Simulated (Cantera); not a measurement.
Input: 1 mol CH3Cl, 0.052 mol F2, at 0.00133 bar.

Equilibrium computed with Cantera from the NASA thermochemical tables; the gas is ideal and each condensed phase is pure. Candidate condensed phases: C, C6H6, C7H8, C8H18; 118 gas species. Rates play no part.

x: gas mole fraction; n: condensed amount in mol.

```tsv
T (°C)	x HCl	x H2	x H	x Cl	x HF	x C2H2 (acetylene)	x CH4	n C(graphite)
477	0.488	0.461	5.88e-12	6.69e-12	0.0507	<1e-12	___	0.998
677	0.487	0.462	1.04e-8	1.04e-8	0.0507	1.27e-10	___	1.000
877	0.487	0.462	1.39e-6	1.29e-6	0.0507	1.79e-8	___	1.000
1077	0.487	0.462	4.44e-5	3.90e-5	0.0507	5.72e-7	___	1.000
1277	0.487	0.462	0.000586	0.000493	0.0507	7.41e-6	___	1.000
1477	0.482	0.460	0.00432	0.00349	0.0505	5.28e-5	___	1.000
1677	0.462	0.451	0.0211	0.0162	0.0497	0.000246	___	0.999
1877	0.404	0.421	0.0749	0.0526	0.0474	0.000815	___	0.996
2077	0.289	0.346	0.201	0.120	0.0425	0.00191	___	0.990
2277	0.150	0.218	0.399	0.193	0.0355	0.00290	___	0.972
```

Question: What belongs in the gaps?

Answer: 
- 477, x CH4: 0.000903
- 677, x CH4: 4.77e-5
- 877, x CH4: 6.66e-6
- 1077, x CH4: 1.64e-6
- 1277, x CH4: 5.78e-7
- 1477, x CH4: 2.57e-7
- 1677, x CH4: 1.32e-7
- 1877, x CH4: 6.92e-8
- 2077, x CH4: 3.10e-8
- 2277, x CH4: 8.81e-9
